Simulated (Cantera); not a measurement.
# Ignition delay

Mixture: CH4 : O2 : N2 = 1 : 3.51 : 13.2 (molar parts), equivalence ratio 0.57, at 0.390 bar, adiabatic and at constant pressure. Ignition delay is the time to a rise of 400 K.

Model: GRI-Mech 3.0 (53 species, 325 reactions), integrated in Cantera.

```
T0 (K)  delay (ms)
------  ----------
1350          9.64
1425          4.21
1500          2.07
1575          1.12
1650         0.657
```

* **apparent activation energy between 1500 and 1650 K**: 160 kJ/mol
